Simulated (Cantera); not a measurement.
Feed: 1 mol Fe3O4, 3.2 mol C, 1.2 mol N2, at 2025 K and 280000 Pa.

Method: chemical equilibrium by Gibbs-energy minimisation in Cantera with the NASA 1993 tables (ideal gas, pure condensed phases). Candidate condensed phases: C, Fe, Fe(CO)5, FeO, Fe2O3, Fe3O4; 27 gas species. Each liquid is taken as pure. Mutual solubility and eutectic melting of coexisting phases are not modelled. The tables' stoichiometric FeO is somewhat more stable than real wüstite, so its field is too wide. FeO: taken at fixed stoichiometry. The numbers say what is thermodynamically allowed, not how fast it happens.

Base state: CO 0.661, N2 0.273, CO2 0.0666, Fe 0.000172 (mole fractions); condensed: Fe(l) + FeO(l).

Q: What changes in the equilibrium state with this change: Fe3O4 replaced by PbO?

A: 
```json
[
 {"species": "N2", "before": "0.273", "after": "0.375"},
 {"species": "CO", "before": "0.661", "after": "0.313"},
 {"species": "Pb", "before": "0", "after": "0.310"},
 {"species": "CO2", "before": "0.0666", "after": "6.23e-6"},
 {"species": "Fe", "before": "0.000172", "after": "0"},
 {"species": "Pb2", "before": "0", "after": "0.00125"},
 {"species": "Fe(l), mol", "before": "2.49", "after": "0"},
 {"species": "FeO(l), mol", "before": "0.507", "after": "0"},
 {"species": "C(graphite), mol", "before": "0", "after": "2.20"}
]
```
Further candidate phases: Pb, PbO, PbO2, Pb3O4.
